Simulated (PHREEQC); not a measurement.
Dissolve 36 mmol/kgw H2S, 0.83 mmol/kgw NaHCO3 and 32 mmol/kgw ZnCl2 at 65 °C. Closed to the air; pH follows from the charge balance.

Computed with PHREEQC (ion-association model, phreeqc.dat).

Each row changes one thing in this solution. Precipitation was switched off in this run.

| case | pH | ionic strength (mol/kgw) | H2S (mol/kgw) | HS- (mol/kgw) | (CO2)2 (mol/kgw) | HCO3- (mol/kgw) |
|---|---|---|---|---|---|---|
| as made | 1.61 | 0.0727 | 0.00564 | 7.72e-8 | 3.68e-8 | 2.18e-8 |
| ZnCl2 from 0.032 to 0.0032 mol/kgw | 2.29 | 0.00640 | 0.0296 | 1.61e-6 | 3.62e-8 | 8.91e-8 |
| ZnCl2 left out | 4.94 | 0.000842 | 0.0352 | 0.000806 | 3.31e-8 | 3.60e-5 |
| temperature from 65 to 70 °C | 1.61 | 0.0717 | 0.00552 | 7.94e-8 | 4.06e-8 | 2.13e-8 |
| ZnCl2 replaced by HCl at the same molality | 1.57 | 0.0320 | 0.0360 | 4.13e-7 | 3.65e-8 | 1.86e-8 |

Some of these states are supersaturated (in Sphalerite (slow to form), for instance). Away from 25 °C the constants follow the database's enthalpies or fits; those with neither stay at their 25 °C values.
